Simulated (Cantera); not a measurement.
**Adiabatic ignition**

An adiabatic, constant-pressure homogeneous reactor starts with CH4 : CO : O2 : N2 : H2 = 1 : 0.12 : 2.06 : 7.75 : 0.093 (molar parts), at 1600 K and 12800 Torr.

Model: GRI-Mech 3.0 (53 species, 325 reactions), integrated in Cantera. The pressure lies above the range GRI-Mech 3.0 was tuned for (to about 10 atm).

| t (s) | T (K) | x CH4 | x CO | x O2 | x C2H4 | x NO |
|---|---|---|---|---|---|---|
| 6.00e-6 | 1600 | 0.0904 | 0.0109 | 0.187 | 2.11e-6 | 1.28e-12 |
| 1.27e-5 | 1605 | 0.0892 | 0.0109 | 0.186 | 3.95e-5 | 1.03e-11 |
| 2.68e-5 | 1650 | 0.0808 | 0.0128 | 0.180 | 0.000676 | 1.47e-10 |
| 5.65e-5 | 2998 | <1e-12 | 0.0386 | 0.0158 | <1e-12 | 0.00264 |
| 0.000119 | 2988 | <1e-12 | 0.0391 | 0.0141 | <1e-12 | 0.00779 |
| 0.000252 | 2982 | <1e-12 | 0.0394 | 0.0131 | <1e-12 | 0.0105 |
| 0.000533 | 2981 | <1e-12 | 0.0394 | 0.0130 | <1e-12 | 0.0108 |
| 0.00113 | 2981 | <1e-12 | 0.0394 | 0.0130 | <1e-12 | 0.0108 |
| 0.00238 | 2981 | <1e-12 | 0.0394 | 0.0130 | <1e-12 | 0.0108 |
| 0.00502 | 2981 | <1e-12 | 0.0394 | 0.0130 | <1e-12 | 0.0108 |
| 0.0106 | 2981 | <1e-12 | 0.0394 | 0.0130 | <1e-12 | 0.0108 |
| 0.0224 | 2981 | <1e-12 | 0.0394 | 0.0130 | <1e-12 | 0.0108 |
| 0.0473 | 2981 | <1e-12 | 0.0394 | 0.0130 | <1e-12 | 0.0108 |
| 0.100 | 2981 | <1e-12 | 0.0394 | 0.0130 | <1e-12 | 0.0108 |
x: mole fraction; the columns are a selection and need not sum to one.

* **time of steepest temperature rise**: 36.8 µs
* **temperature at 0.100 s**: 2981 K
* **equilibrium temperature**: 2981 K
* **x(CH4) at 0.100 s**: <1e-12 (gas-phase equilibrium <1e-12)
* **x(CO) at 0.100 s**: 0.0394 (gas-phase equilibrium 0.0394)
* **x(O2) at 0.100 s**: 0.0130 (gas-phase equilibrium 0.0130)
